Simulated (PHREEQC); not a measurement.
1.7 g of hydrous ferric oxide (600 m²/g; 0.2 weak and 0.005 strong sites per Fe, Dzombak-Morel constants, diffuse double layer) in 1 kg of water with 0.01 mol/kgw of an inert sodium salt and 9.6e-06 mol NiCl2, at 25 °C; the pH is set by adding NaOH or the inert anion's acid. Oxygen is held at 0.21 atm. The system is closed to CO2. Precipitation was switched off in this run.

Computed with PHREEQC (ion-association model, wateq4f.dat).

```csv
pH,Ni sorbed (%),surface charge σ (C/m²),surface potential ψ (mV)
3,0.0,0.329,200
3.38,0.0,0.294,196
3.75,0.0,0.252,189
4.12,0.1,0.207,180
4.5,0.4,0.164,169
4.88,1.6,0.126,156
5.25,6.8,0.095,142
5.62,24.3,0.070,127
6,59.8,0.050,110
6.38,87.7,0.035,92
6.75,97.2,0.023,74
7.12,99.4,0.015,54
7.5,99.9,0.008,34
7.88,100.0,0.003,13
8.25,100.0,-0.002,-7
8.62,100.0,-0.007,-28
9,100.0,-0.013,-49
```

The oxide is taken as insoluble; below pH 4 it would dissolve.
